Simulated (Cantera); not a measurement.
**Pyrogenic steam for wet oxidation**

An isothermal, constant-pressure homogeneous reactor starts with H₂ : O₂ : N₂ = 1.5 : 1 : 6.5 (molar parts), at 823 K and 0.133 bar.

Model: the H2/O2 subset of GRI-Mech 3.0, which has no nitrogen chemistry, integrated in Cantera. Radical loss at walls, strong at low pressure, is not modelled. Below about 950 K walls govern HO2 and H2O2 in real vessels. The temperature is held fixed by assumption; the heat of reaction is taken as removed at once.

```
t (s)       x H₂    x O₂    x H₂O₂       x O       x H     x HO₂
--------  ------  ------  --------  --------  --------  --------
0.000400   0.167   0.111    <1e-12    <1e-12  2.02e-12  3.04e-12
0.000903   0.167   0.111    <1e-12    <1e-12  5.70e-12  1.07e-11
0.00204    0.167   0.111    <1e-12  2.04e-12  2.31e-11  5.71e-11
0.00460    0.167   0.111    <1e-12  2.21e-11  2.47e-10  7.57e-10
0.0104     0.167   0.111  1.81e-10   3.28e-9   3.67e-8   1.17e-7
0.0234    0.0617  0.0604   2.78e-7  0.000180   0.00170   1.83e-5
0.0529    0.0345  0.0470   3.86e-6   8.92e-7   4.82e-6   1.52e-5
0.119     0.0343  0.0469   1.14e-5   1.45e-9   7.91e-9   5.32e-6
0.270     0.0343  0.0469   1.34e-5   1.25e-9   6.79e-9   2.75e-6
0.609     0.0343  0.0469   1.52e-5   1.37e-9   7.44e-9   2.57e-6
1.37      0.0343  0.0469   1.94e-5   1.76e-9   9.53e-9   2.89e-6
3.10      0.0342  0.0469   3.21e-5   2.93e-9   1.60e-8   3.66e-6
7.00      0.0338  0.0467   7.28e-5   6.83e-9   3.75e-8   5.32e-6
```
x: mole fraction; the columns are a selection and need not sum to one.

Equilibrium at this temperature and pressure: H₂ <1e-12, O₂ 0.0303, H₂O₂ 2.09e-12, O <1e-12, H <1e-12, HO₂ 5.70e-12 (gas phase only).
